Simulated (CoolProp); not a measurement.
R1234ze(Z) along the isobar 1920 kPa: Z from the reference equation and from simpler models built on Tc = 423.3 K, pc = 3531 kPa, ω = 0.327; each cubic takes its own stable root.

Values from CoolProp's reference Helmholtz-energy equation of state, Akasaka 2019.

| T (K) | phase | reference | van der Waals | Soave-Redlich-Kwong |
|---|---|---|---|---|
| 352 | liquid | 0.06989 | 0.1307 | 0.08749 |
| 360.8 | liquid | 0.07029 | 0.1322 | 0.08862 |
| 369.6 | liquid | 0.07102 | 0.6919 | 0.09038 |
| 378.4 | liquid | 0.07219 | 0.7190 | 0.09303 |
| 387.2 | liquid | 0.07406 | 0.7417 | 0.09717 |
| 396 | gas | 0.6652 | 0.7612 | 0.7010 |
| 404.8 | gas | 0.7037 | 0.7782 | 0.7330 |
| 413.6 | gas | 0.7345 | 0.7932 | 0.7596 |
| 422.4 | gas | 0.7601 | 0.8066 | 0.7822 |
| 431.2 | gas | 0.7818 | 0.8187 | 0.8019 |
| 440 | gas | 0.8007 | 0.8297 | 0.8191 |

At some of these states van der Waals gives the other phase, because its saturation line lies elsewhere.
